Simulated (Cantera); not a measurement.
Premixed flame

A freely propagating, adiabatic, planar premixed flame of H₂ : O₂ : N₂ = 1 : 0.943 : 2.55 (molar parts), unburnt at 675 K and 100.0 Torr; unity-Lewis-number transport, grid criteria slope 0.08 and curve 0.16, no radiation.

Cantera simulation using the H2/O2 subset of GRI-Mech 3.0, which has no nitrogen chemistry; the numbers are that mechanism's predictions, not measurements. Unity Lewis numbers drop preferential diffusion, which matters most where H2 and H carry the flame. Burning velocities carry a grid error of a few per cent, more on coarse grids. Lean hydrogen flames are cellular in practice and burn faster than this planar one.

```tsv
z (mm)	T (K)	u (m/s)	x H₂	x O₂	x H₂O	x H₂O₂	x HO₂	x O
-12.3	675	4.46	0.223	0.210	<1e-8	<1e-8	<1e-8	<1e-8
-8.17	675	4.46	0.223	0.210	<1e-8	<1e-8	<1e-8	<1e-8
-6.13	675	4.46	0.223	0.210	6.19e-8	<1e-8	<1e-8	<1e-8
-4.09	675	4.46	0.223	0.210	3.77e-6	<1e-8	4.90e-7	<1e-8
-2.04	683	4.51	0.222	0.209	0.00106	2.32e-7	3.69e-5	1.06e-5
-1.02	787	5.17	0.202	0.201	0.0195	4.99e-7	3.96e-5	0.000558
0	1128	7.26	0.0861	0.150	0.116	1.37e-6	2.19e-5	0.0106
1.02	1369	8.66	0.0242	0.115	0.174	1.24e-6	1.34e-5	0.0244
2.04	1491	9.34	0.0204	0.110	0.184	8.43e-7	1.07e-5	0.0255
4.09	1631	10.1	0.0191	0.108	0.193	4.66e-7	8.31e-6	0.0234
8.17	1780	10.9	0.0167	0.106	0.203	2.39e-7	6.16e-6	0.0197
16.3	1923	11.6	0.0132	0.105	0.214	1.32e-7	4.30e-6	0.0149
32.7	2050	12.3	0.00910	0.105	0.224	8.36e-8	3.02e-6	0.00997
```
x: mole fraction of selected species; z is measured from the peak of heat release.

The laminar burning velocity is 446 cm/s and the thermal thickness comes out as 4.09 mm. The peak x(H₂O₂) is 1.54e-6, the peak x(HO₂) comes out as 4.71e-5 and the peak x(O) is 0.0256. The grid points comes out as 131.
